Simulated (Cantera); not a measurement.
Feed: 1 mol Fe, 0.068 mol CO2, 12 mol CO, at 10000 Pa.

Cantera equilibrium calculation (NASA polynomials, part measured and part estimated; ideal gas, pure solids and liquids). Candidate condensed phases: C, Fe, Fe(CO)5, FeO, Fe2O3, Fe3O4; 15 gas species. Kinetics and transport are ignored.

Q: Which condensed phases are stable at each of these points (T (K)): 1148, 1198, 1248, 1298, 1348, 1398, 1448?

A: 
| T (K) | condensed phases | Fe condensed (%) |
|---|---|---|
| 1148 | Fe(α) | 100.0 |
| 1198 | Fe(γ) | 100.0 |
| 1248 | Fe(γ) | 100.0 |
| 1298 | Fe(γ) | 100.0 |
| 1348 | Fe(γ) | 100.0 |
| 1398 | Fe(γ) | 100.0 |
| 1448 | Fe(γ) | 100.0 |

At 1148 K the condensed part is Fe(α). From 1198 K to 1448 K the condensed part is Fe(γ).
